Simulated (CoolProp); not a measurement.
The fluid at 293.15 K and 0.00714 MPa (gas) is heated at constant pressure to 404.9 K. The same conditions are run with several fluids, on thermodynamics alone (safety and materials aside).

Values from CoolProp's reference Helmholtz-energy equation of state of each fluid (n-hexane: Thol 2019; R407C: Lemmon 2003; c-C4F8 (RC318): Platzer 1990; R507A: Lemmon 2003; cyclopropane: Polt 1992). The equations of Platzer and Polt are older, rougher fits. Blends and air are pseudo-pure fits.

**Question.** Rank n-hexane, R407C, c-C4F8 (RC318), R507A, cyclopropane by heat (kJ/kg), highest first.

**Answer.** n-hexane (212), cyclopropane (176), R507A (106), R407C (101), c-C4F8 (RC318) (95.8)

```tsv
fluid	final density (kg/m³)
n-hexane	0.183
R407C	0.183
c-C4F8 (RC318)	0.425
R507A	0.210
cyclopropane	0.0893
```
